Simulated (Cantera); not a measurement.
Input: 1 mol CO, 0.23 mol CO2, equilibrated at 2000 K and 30.8 Torr.

Cantera equilibrium calculation (NASA polynomials, part measured and part estimated; ideal gas, pure solids and liquids). Candidate condensed phases: C; 12 gas species. Rates play no part.

Base state: CO 0.813, CO2 0.187 (mole fractions); condensed: gas only.

Task: What changes in the equilibrium state with this change: temperature from 2000 K to 2923 K?

Result: 
| species | before | after |
|---|---|---|
| CO | 0.813 | 0.842 |
| CO2 | 0.187 | 0.0872 |
| O | 4.96e-6 | 0.0542 |
| O2 | 2.26e-6 | 0.0162 |
